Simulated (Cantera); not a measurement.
Input: 1 mol B₂O₃, 2.4 mol H₂, 4.2 mol N₂, at 1.00 bar.

Method: chemical equilibrium by Gibbs-energy minimisation in Cantera with the NASA 1993 tables (ideal gas, pure condensed phases). Candidate condensed phases: B, BN, B₂O₃, B₃O₃H₃, H₂O; 39 gas species. N₂ is the only nitrogen source here; it is nearly inert below about 1500 K, so the nitride shown seldom forms there in practice. Mutual solubility and eutectic melting of coexisting phases are not modelled. Gases not in the tables: H₃BO₃. Equilibrium is a limit: real reactors are often held back by kinetics, nucleation or transport.

Q: At 1225 K, list the 5 most abundant gas species with their mole fractions, and the condensed phases.

A: N₂ 0.636, H₂ 0.361, H₂O 0.00274, HBO₂ 6.17e-5, NH₃ 2.95e-5. Condensed: BN(s) + B₂O₃(l).
